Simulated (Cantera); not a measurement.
An adiabatic, constant-pressure homogeneous reactor starts with CH4 : O2 : N2 = 1 : 2.82 : 10.6 (molar parts), at 1725 K and 9.87 atm.

Model: GRI-Mech 3.0 (53 species, 325 reactions), integrated in Cantera.

**Question.** Predict: time of steepest temperature rise; temperature at 0.300 s; equilibrium temperature; x(O2) at 0.300 s; x(NO) at 0.300 s; x(NO2) at 0.300 s; x(CO) at 0.300 s.

**Answer.** 
| Property | Value |
|---|---|
| time of steepest temperature rise | 26.1 µs |
| temperature at 0.300 s | 2835 K |
| equilibrium temperature | 2835 K |
| x(O2) at 0.300 s | 0.0501 (gas-phase equilibrium 0.0501) |
| x(NO) at 0.300 s | 0.0180 (gas-phase equilibrium 0.0180) |
| x(NO2) at 0.300 s | 1.82e-5 (gas-phase equilibrium 1.82e-5) |
| x(CO) at 0.300 s | 0.0136 (gas-phase equilibrium 0.0136) |
